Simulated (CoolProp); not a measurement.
Vapour-liquid equilibrium of o-xylene (1) + n-nonane (2) at 208.65 °C; x and y are mole fractions of (1).

Model: multi-fluid Helmholtz-energy mixture model, Zhou 2012 and Lemmon 2006; pair parameters Bell 2016, in CoolProp.

Task: Give the bubble pressure and the first vapour's composition at x = 0.5, 0.65, 0.8. Is there an azeotrope?

Result: x = 0.5: 4.196 bar, y = 0.530; x = 0.65: 4.263 bar, y = 0.667; x = 0.8: 4.299 bar, y = 0.804. y crosses x between x = 0.8 and 0.95: the model has an azeotrope there.

The pair parameters rest on a limited set of measurements; away from them the model extrapolates.
